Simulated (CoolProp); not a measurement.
Vapour-liquid equilibrium of CHF3 (R23) (1) + propane (2) at 251.8 K; x and y are mole fractions of (1).

Values from CoolProp's multi-fluid Helmholtz-energy mixture model, Penoncello 2003 and Lemmon 2009; pair parameters Bell 2016.

```json
[
 {"x": "0.05", "bubble pressure, mixture model (kPa)": "469.8", "bubble pressure, Raoult's law (kPa)": "288.1", "y, mixture model": "0.497", "y, Raoult's law": "0.232"},
 {"x": "0.15", "bubble pressure, mixture model (kPa)": "?", "bubble pressure, Raoult's law (kPa)": "398.5", "y, mixture model": "0.709", "y, Raoult's law": "0.503"},
 {"x": "0.25", "bubble pressure, mixture model (kPa)": "1012", "bubble pressure, Raoult's law (kPa)": "509.0", "y, mixture model": "0.772", "y, Raoult's law": "0.657"},
 {"x": "0.35", "bubble pressure, mixture model (kPa)": "1122", "bubble pressure, Raoult's law (kPa)": "619.4", "y, mixture model": "?", "y, Raoult's law": "0.756"},
 {"x": "0.45", "bubble pressure, mixture model (kPa)": "1184", "bubble pressure, Raoult's law (kPa)": "729.9", "y, mixture model": "0.814", "y, Raoult's law": "0.825"},
 {"x": "0.55", "bubble pressure, mixture model (kPa)": "1223", "bubble pressure, Raoult's law (kPa)": "840.3", "y, mixture model": "?", "y, Raoult's law": "0.875"},
 {"x": "0.65", "bubble pressure, mixture model (kPa)": "1257", "bubble pressure, Raoult's law (kPa)": "950.7", "y, mixture model": "?", "y, Raoult's law": "0.914"},
 {"x": "0.75", "bubble pressure, mixture model (kPa)": "?", "bubble pressure, Raoult's law (kPa)": "1061", "y, mixture model": "0.857", "y, Raoult's law": "0.945"},
 {"x": "0.85", "bubble pressure, mixture model (kPa)": "1327", "bubble pressure, Raoult's law (kPa)": "1172", "y, mixture model": "0.890", "y, Raoult's law": "0.970"},
 {"x": "0.95", "bubble pressure, mixture model (kPa)": "1345", "bubble pressure, Raoult's law (kPa)": "1282", "y, mixture model": "0.950", "y, Raoult's law": "0.991"}
]
```

Question: Fill in the missing entries.

Answer: 
- 0.15, bubble pressure, mixture model (kPa): 810.3
- 0.35, y, mixture model: 0.799
- 0.55, y, mixture model: 0.826
- 0.65, y, mixture model: 0.838
- 0.75, bubble pressure, mixture model (kPa): 1292

The largest gap from Raoult's law is +103.3 % in bubble pressure, at x = 0.15. No azeotrope shows between x = 0.05 and 0.95.

The pair parameters rest on a limited set of measurements; away from them the model extrapolates. With so large a gap from Raoult's law the liquid may split in two, which this calculation doesn't test in full.
